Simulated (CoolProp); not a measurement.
Vapour-liquid equilibrium of R22 (1) + R152A (2) at 0.447 MPa; x and y are mole fractions of (1).

Model: multi-fluid Helmholtz-energy mixture model, Kamei 1995 and Outcalt 1996; pair parameters Bell 2016, in CoolProp.

Question: Give the bubble temperature and the first vapour's composition at x = 0.15, 0.35, 0.45. Is there an azeotrope?

Answer: x = 0.15: 286.0 K, y = 0.214; x = 0.35: 282.3 K, y = 0.465; x = 0.45: 280.4 K, y = 0.576. No azeotrope shows between x = 0.05 and 0.95.

The pair parameters rest on a limited set of measurements; away from them the model extrapolates.
